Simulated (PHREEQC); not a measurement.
Dissolve 0.01 mol NaHCO3 and 0.0092 mol Na2HPO4 per kg of water at 22 °C. Closed to the air; pH follows from the charge balance.

All values are PHREEQC results (ion-association model, phreeqc.dat), not measurements.

The ionic strength comes out as 0.0370 mol/kgw. What activity coefficients do HCO3-, NaCO3-, PO4-3, H2PO4-, HPO4-2 get?

HCO3- 0.85, NaCO3- 0.84, PO4-3 0.20, H2PO4- 0.85, HPO4-2 0.50.

Precipitation was switched off in this run.
